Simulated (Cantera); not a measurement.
A freely propagating, adiabatic, planar premixed flame of 29.6 % H2, 14.8 % O2, 55.6 % N2, equivalence ratio 1.0, unburnt at 498 K and 100.0 Torr; mixture-averaged transport, grid criteria slope 0.08 and curve 0.16, no radiation.

Detailed kinetics in Cantera: the H2/O2 subset of GRI-Mech 3.0, which has no nitrogen chemistry. Burning velocities carry a grid error of a few per cent, more on coarse grids.

x: mole fraction of selected species; z is measured from the peak of heat release.

| z (mm) | T (K) | u (m/s) | x H2 | x O2 | x HO2 | x OH | x H2O | x O |
|---|---|---|---|---|---|---|---|---|
| -18.4 | 498 | 4.30 | 0.296 | 0.148 | <1e-8 | <1e-8 | <1e-8 | <1e-8 |
| -12.2 | 498 | 4.30 | 0.296 | 0.148 | <1e-8 | <1e-8 | <1e-8 | <1e-8 |
| -9.18 | 498 | 4.30 | 0.296 | 0.148 | <1e-8 | <1e-8 | <1e-8 | <1e-8 |
| -6.12 | 498 | 4.30 | 0.296 | 0.148 | 4.92e-8 | <1e-8 | <1e-8 | <1e-8 |
| -3.06 | 503 | 4.33 | 0.295 | 0.148 | 6.48e-5 | 1.93e-5 | 0.000228 | 3.28e-6 |
| -1.53 | ? | 5.54 | 0.271 | 0.144 | 4.60e-5 | 0.000416 | 0.0124 | 0.000149 |
| 0 | ? | 8.90 | 0.138 | 0.0978 | 1.61e-5 | 0.00286 | 0.112 | 0.00687 |
| 1.53 | ? | 11.1 | 0.0504 | 0.0409 | 5.92e-6 | 0.00777 | 0.212 | 0.0142 |
| 3.06 | ? | 12.0 | 0.0460 | 0.0340 | 4.25e-6 | 0.0102 | 0.224 | 0.0147 |
| 6.12 | ? | 13.0 | 0.0475 | 0.0308 | 3.24e-6 | 0.0128 | 0.232 | 0.0138 |
| 12.2 | ? | 14.0 | 0.0477 | 0.0273 | 2.40e-6 | 0.0153 | 0.242 | 0.0121 |
| 24.5 | 1935 | 15.1 | 0.0458 | 0.0236 | 1.74e-6 | 0.0171 | 0.254 | 0.00977 |
| 49.0 | 2088 | 16.1 | 0.0418 | 0.0197 | 1.30e-6 | 0.0177 | 0.267 | 0.00720 |

Problem. Some entries are withheld; supply them.

Solution. 
- -1.53, T (K): 652
- 0, T (K): 1084
- 1.53, T (K): 1365
- 3.06, T (K): 1486
- 6.12, T (K): 1624
- 12.2, T (K): 1777
